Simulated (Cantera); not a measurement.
A Cantera script and what it prints.

```python
import numpy as np
import cantera as ct

gas_names = """
    CL CL2 H HCL H2 N NH NH2 NH3 N2 N2H2 N2H4 Si SiCL SiCL2 SiCL3 SiCL4 SiH SiHCL3 SiH2 SiH2CL2 SiH3
    SiH3CL SiH4 SiN Si2 Si2N Si3
""".split()
cond_names = """
    NH4CL(a) NH4CL(b) Si(cr) Si(L) Si3N4(a)
""".split()


def load(file, names, dense=False):
    # The tables refer to 1 bar. Condensed volumes are neglected.
    table = {s.name: s for s in ct.Species.list_from_file(file)}
    out = []
    for n in names:
        d = dict(table[n].input_data)
        d["thermo"] = dict(d["thermo"], **{"reference-pressure": 1e5})
        if dense:
            d["equation-of-state"] = {"model": "constant-volume", "density": "1e6 g/cm^3"}
        out.append(ct.Species.from_dict(d))
    return out


gas = ct.Solution(thermo="ideal-gas", species=load("nasa_gas.yaml", gas_names))
cond = {s.name: ct.Solution(thermo="fixed-stoichiometry", species=[s], name=s.name)
        for s in load("nasa_condensed.yaml", cond_names, dense=True)}
atoms = {
    'SiHCl3': {'Si': 1, 'H': 1, 'CL': 3},
    'NH3': {'N': 1, 'H': 3},
    'N2': {'N': 2},
}
top_T = {'Si3N4(a)': 2400}  # K; cautious upper limits of use, not melting points


def equilibrate(T, P, feed):
    n = {}
    for name, mol in feed.items():
        for a, k in atoms[name].items():
            n[a] = n.get(a, 0.0) + k * mol
    gas.TPX = T, P, n
    mass = sum(n.values()) * gas.mean_molecular_weight
    gas.equilibrate("TP")
    valid = [c for c in cond.values() if c.min_temp <= T <= top_T.get(c.name, c.max_temp)]
    mix = ct.Mixture([(gas, mass / gas.mean_molecular_weight)] + [(c, 0.0) for c in valid])
    mix.T, mix.P = T, P
    mix.equilibrate("TP", solver="vcs", rtol=1e-11, max_steps=5000)
    return mix


results = []
feed = {'SiHCl3': 1, 'NH3': 2.4, 'N2': 2.1}  # mol
P = 25000  # Pa
for T in [900, 1000, 1100, 1200, 1300, 1400, 1500, 1600, 1700]:
    mix = equilibrate(T, P, feed)
    results.append((T, P, feed, dict(zip(mix.species_names, mix.species_moles))))
    x = sorted(zip(gas.X, gas.species_names), reverse=True)
    print(f"T = {T:g} K  P = {P:g} Pa  gas = {mix.phase_moles(0):.4g} mol")
    print("   x: " + "  ".join(f"{s} {v:.3e}" for v, s in x if v > 0.001))
    print("   condensed (mol): " + ("  ".join(f"{mix.phase(i).name} {mix.phase_moles(i):.4g}"
          for i in range(1, mix.n_phases) if mix.phase_moles(i) > 1e-12) or "none"))
```

Output:

```
T = 900 K  P = 25000 Pa  gas = 8.167 mol
   x: H2 3.669e-01  N2 3.386e-01  HCL 2.701e-01  SiCL4 2.423e-02
   condensed (mol): Si3N4(a) 0.2671
T = 1000 K  P = 25000 Pa  gas = 8.178 mol
   x: H2 3.586e-01  N2 3.356e-01  HCL 2.854e-01  SiCL4 2.023e-02
   condensed (mol): Si3N4(a) 0.2777
T = 1100 K  P = 25000 Pa  gas = 8.186 mol
   x: H2 3.523e-01  N2 3.334e-01  HCL 2.967e-01  SiCL4 1.717e-02
   condensed (mol): Si3N4(a) 0.2855
T = 1200 K  P = 25000 Pa  gas = 8.192 mol
   x: H2 3.477e-01  N2 3.317e-01  HCL 3.051e-01  SiCL4 1.474e-02
   condensed (mol): Si3N4(a) 0.2911
T = 1300 K  P = 25000 Pa  gas = 8.199 mol
   x: H2 3.444e-01  N2 3.307e-01  HCL 3.107e-01  SiCL4 1.266e-02
   condensed (mol): Si3N4(a) 0.2943
T = 1400 K  P = 25000 Pa  gas = 8.212 mol
   x: H2 3.428e-01  N2 3.304e-01  HCL 3.121e-01  SiCL4 1.056e-02  SiCL3 1.877e-03  SiCL2 1.416e-03
   condensed (mol): Si3N4(a) 0.2931
T = 1500 K  P = 25000 Pa  gas = 8.247 mol
   x: H2 3.440e-01  N2 3.318e-01  HCL 3.053e-01  SiCL4 7.996e-03  SiCL2 5.991e-03  SiCL3 3.884e-03
   condensed (mol): Si3N4(a) 0.2816
T = 1600 K  P = 25000 Pa  gas = 8.328 mol
   x: H2 3.502e-01  N2 3.363e-01  HCL 2.833e-01  SiCL2 1.841e-02  SiCL3 6.015e-03  SiCL4 4.841e-03
   condensed (mol): Si3N4(a) 0.2496
T = 1700 K  P = 25000 Pa  gas = 8.464 mol
   x: H2 3.623e-01  N2 3.443e-01  HCL 2.434e-01  SiCL2 4.043e-02  SiCL3 6.581e-03  SiCL4 2.109e-03
   condensed (mol): Si3N4(a) 0.1929
```

These are equilibrium values from Cantera (NASA tables, ideal gas, pure condensed phases), not measurements of a reactor. The tables' values for SiCl3 are old estimates; treat these amounts as uncertain.
